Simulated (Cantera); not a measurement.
## Hydrocarbon pyrolysis for carbon deposition

An isothermal, constant-pressure homogeneous reactor starts with C2H4 : H2 = 1 : 3.9 (molar parts), at 1898 K and 0.00540 bar.

Detailed kinetics in Cantera: GRI-Mech 3.0 (53 species, 325 reactions). GRI-Mech 3.0 was tuned for natural gas; its chemistry of ethylene as a main component is partial and can be far from experiment. GRI-Mech 3.0 stops at C3 and has no aromatics, soot or wall deposition, so with more carbon than oxygen in the feed, carbon stays in small species such as C2H2 where larger ones or solid carbon would form. Radical loss at walls, strong at low pressure, is not modelled.

```
t (s)      x C2H4   x H2    x CH3       x H   x C2H2    x CH4     x C2H
--------  -------  -----  -------  --------  -------  -------  --------
0.000300    0.199  0.797  1.92e-8   1.17e-5  0.00441  2.69e-8  8.36e-10
0.00116     0.184  0.799  7.09e-8   4.50e-5   0.0169  5.11e-7   1.23e-8
0.00452     0.131  0.808  1.62e-7  0.000147   0.0607  5.07e-6   1.43e-7
0.0175     0.0302  0.825  1.94e-7  0.000269    0.144  2.04e-5   6.09e-7
0.0681    4.57e-5  0.830  5.72e-7  0.000898    0.169  2.64e-5   2.38e-6
0.264     1.51e-5  0.827  2.25e-6   0.00366    0.169  2.54e-5   9.70e-6
1.03      9.70e-6  0.823  5.62e-6   0.00865    0.169  2.68e-5   2.30e-5
3.98      9.14e-6  0.822  8.96e-6   0.00971    0.169  3.80e-5   2.58e-5
15.5      9.14e-6  0.822  1.12e-5   0.00971    0.169  4.75e-5   2.58e-5
60.0      9.14e-6  0.822  1.13e-5   0.00971    0.169  4.78e-5   2.58e-5
```
x: mole fraction; the columns are a selection and need not sum to one.

Equilibrium at this temperature and pressure: C2H4 9.14e-6, H2 0.822, CH3 1.13e-5, H 0.00971, C2H2 0.169, CH4 4.78e-5, C2H 2.58e-5 (gas phase only).
